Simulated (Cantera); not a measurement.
An isothermal, constant-pressure homogeneous reactor starts with NO : N2 = 1 : 0.25 (molar parts), at 2050 K and 1500 Pa. Integrator tolerance rtol = 1e-08.

Computed with Cantera and GRI-Mech 3.0 (53 species, 325 reactions). Radical loss at walls, strong at low pressure, is not modelled.

Task: What does this change do: N2 0.25 to 0.072 parts?

Result: 
| quantity | before | after |
|---|---|---|
| x(NO) at 3.00 s | 0.493 (gas-phase equilibrium 0.0104) | 0.542 (gas-phase equilibrium 0.0106) |
| x(O2) at 3.00 s | 0.151 (gas-phase equilibrium 0.391) | 0.192 (gas-phase equilibrium 0.457) |
| x(N2O) at 3.00 s | 5.58e-5 (gas-phase equilibrium 6.20e-8) | 6.34e-5 (gas-phase equilibrium 5.95e-8) |
| x(N2) at 3.00 s | 0.352 (gas-phase equilibrium 0.593) | 0.261 (gas-phase equilibrium 0.527) |
| x(NO2) at 3.00 s | 7.86e-5 (gas-phase equilibrium 2.76e-6) | 9.76e-5 (gas-phase equilibrium 3.04e-6) |
| x(O) at 3.00 s | 0.00331 (gas-phase equilibrium 0.00500) | 0.00371 (gas-phase equilibrium 0.00540) |

Task: What does this change do: temperature 2050 to 1575 K?

Result: 
| quantity | before | after |
|---|---|---|
| x(NO) at 3.00 s | 0.493 (gas-phase equilibrium 0.0104) | 0.799 (gas-phase equilibrium 0.00209) |
| x(O2) at 3.00 s | 0.151 (gas-phase equilibrium 0.391) | 0.000566 (gas-phase equilibrium 0.399) |
| x(N2O) at 3.00 s | 5.58e-5 (gas-phase equilibrium 6.20e-8) | 0.000197 (gas-phase equilibrium 1.34e-8) |
| x(N2) at 3.00 s | 0.352 (gas-phase equilibrium 0.593) | 0.201 (gas-phase equilibrium 0.599) |
| x(NO2) at 3.00 s | 7.86e-5 (gas-phase equilibrium 2.76e-6) | 4.53e-5 (gas-phase equilibrium 1.52e-6) |
| x(O) at 3.00 s | 0.00331 (gas-phase equilibrium 0.00500) | 1.02e-5 (gas-phase equilibrium 5.56e-5) |
